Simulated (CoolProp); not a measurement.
Properties of water along the isobar 0.653 MPa.

Computed with CoolProp (reference Helmholtz-energy equation of state, Wagner 2002).

| T (K) | phase | Z | speed of sound (m/s) | Joule-Thomson coefficient (K/MPa) |
|---|---|---|---|---|
| 433.2 | liquid | 0.003599 | 1443 | -0.1344 |
| 456.6 | gas | 0.9581 | 513.1 | 27.86 |
| 480.1 | gas | 0.9667 | 528.6 | 22.85 |
| 503.5 | gas | 0.9729 | 542.9 | 19.14 |
| 526.9 | gas | 0.9776 | 556.4 | 16.29 |
| 550.3 | gas | 0.9812 | 569.3 | 14.04 |
| 573.7 | gas | 0.9841 | 581.6 | 12.24 |
| 597.1 | gas | 0.9864 | 593.5 | 10.76 |
| 620.5 | gas | 0.9883 | 605.0 | 9.546 |
| 644 | gas | 0.9899 | 616.3 | 8.519 |
| 667.4 | gas | 0.9912 | 627.1 | 7.650 |
| 690.8 | gas | 0.9923 | 637.8 | 6.906 |
| 714.2 | gas | 0.9932 | 648.1 | 6.262 |
| 737.6 | gas | 0.9940 | 658.2 | 5.700 |
| 761 | gas | 0.9947 | 668.2 | 5.208 |
